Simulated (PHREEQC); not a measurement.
**Alkaline etch or developer (model solution)**

Consider water at 25 °C with 0.07 mol TMAH, 0.00042 mol K2SiO3 and 0.022 mol K2CO3 per kg of water. Closed to the air; pH follows from the charge balance.

Equilibrium calculation in PHREEQC: ion-association model, phreeqc.dat.

Precipitation was switched off in this run.

### Question
Estimate the pH, ionic strength.

### Answer
pH 12.71; ionic strength 0.137 mol/kgw.

### Question
In which forms is Si present?

### Answer
H3SiO4- 57 %, H2SiO4-2 43 % of the Si.

Complexes and solids missing from the database can't appear. (CH3)4N+ isn't in the database: it is added as a free cation with an ion size of 4 Å.
